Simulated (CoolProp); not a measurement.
n-dodecane along the isobar 226 kPa: Z from the reference equation and from simpler models built on Tc = 658.1 K, pc = 1818 kPa, ω = 0.574; each cubic takes its own stable root.

Values from CoolProp's reference Helmholtz-energy equation of state, Lemmon 2004. It is a short technical equation, of lower accuracy than the large ones.

| T (K) | phase | reference | Pitzer virial | Redlich-Kwong |
|---|---|---|---|---|
| 536.2 | gas | 0.8820 | 0.8998 | [?] |
| 543.2 | gas | [?] | 0.9048 | 0.9226 |
| 550.2 | gas | 0.8941 | 0.9095 | 0.9255 |
| 557.2 | gas | 0.8995 | 0.9138 | 0.9283 |
| 564.1 | gas | 0.9045 | 0.9179 | 0.9309 |
| 571.1 | gas | 0.9091 | 0.9218 | 0.9334 |
| 578.1 | gas | 0.9135 | 0.9255 | 0.9358 |
| 585.1 | gas | 0.9176 | 0.9289 | 0.9380 |
| 592.1 | gas | 0.9215 | 0.9322 | 0.9402 |
| 599.1 | gas | 0.9251 | 0.9352 | [?] |
| 606 | gas | 0.9284 | 0.9381 | 0.9442 |
| 613 | gas | 0.9316 | 0.9409 | 0.9461 |
| 620 | gas | 0.9346 | 0.9435 | 0.9479 |

Question: Fill in the missing entries.

Answer: 
- 536.2, Redlich-Kwong: 0.9195
- 543.2, reference: 0.8883
- 599.1, Redlich-Kwong: 0.9423
